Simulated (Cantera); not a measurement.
An isothermal, constant-pressure homogeneous reactor starts with 0.621 % CH4, 99.4 % N2, at 1698 K and 100000 Pa.

Model: GRI-Mech 3.0 (53 species, 325 reactions), integrated in Cantera. GRI-Mech 3.0 stops at C3 and has no aromatics, soot or wall deposition, so with more carbon than oxygen in the feed, carbon stays in small species such as C2H2 where larger ones or solid carbon would form.

x: mole fraction; the columns are a selection and need not sum to one.

| t (s) | x CH4 | x C2H2 | x CH3 | x CH2 | x HCN | x C2H4 |
|---|---|---|---|---|---|---|
| 0.000100 | 0.00620 | 7.42e-11 | 1.04e-5 | 1.33e-9 | 1.15e-12 | ? |
| 0.000242 | 0.00618 | 2.76e-9 | 2.52e-5 | 6.04e-9 | 1.11e-11 | ? |
| 0.000585 | 0.00614 | 9.70e-8 | 5.80e-5 | 2.62e-8 | 1.23e-10 | ? |
| 0.00141 | 0.00599 | 3.24e-6 | 0.000121 | 9.67e-8 | 1.81e-9 | ? |
| 0.00342 | 0.00534 | 8.66e-5 | 0.000187 | 2.28e-7 | 3.46e-8 | ? |
| 0.00827 | 0.00392 | 0.000760 | 0.000140 | 1.95e-7 | 2.62e-7 | ? |
| 0.0200 | 0.00254 | 0.00170 | 8.14e-5 | 1.14e-7 | 7.53e-7 | ? |
| 0.0484 | 0.00143 | 0.00233 | 4.41e-5 | 6.38e-8 | 1.57e-6 | ? |
| 0.117 | 0.000696 | 0.00272 | 2.13e-5 | 3.19e-8 | 2.69e-6 | ? |
| 0.283 | 0.000309 | 0.00292 | 9.48e-6 | 1.45e-8 | 3.97e-6 | ? |
| 0.684 | 0.000131 | 0.00302 | 4.02e-6 | 6.21e-9 | 5.24e-6 | 1.48e-6 |
| 1.65 | 5.45e-5 | 0.00305 | 1.67e-6 | 2.59e-9 | 6.51e-6 | 1.40e-6 |
| 4.00 | 2.26e-5 | 0.00307 | 6.95e-7 | 1.08e-9 | 7.81e-6 | 1.39e-6 |

Q: Complete the blanks.

A: 
- 0.000100, x C2H4: 1.54e-8
- 0.000242, x C2H4: 2.26e-7
- 0.000585, x C2H4: 3.03e-6
- 0.00141, x C2H4: 3.42e-5
- 0.00342, x C2H4: 0.000226
- 0.00827, x C2H4: 0.000295
- 0.0200, x C2H4: 8.15e-5
- 0.0484, x C2H4: 2.07e-5
- 0.117, x C2H4: 5.39e-6
- 0.283, x C2H4: 2.07e-6
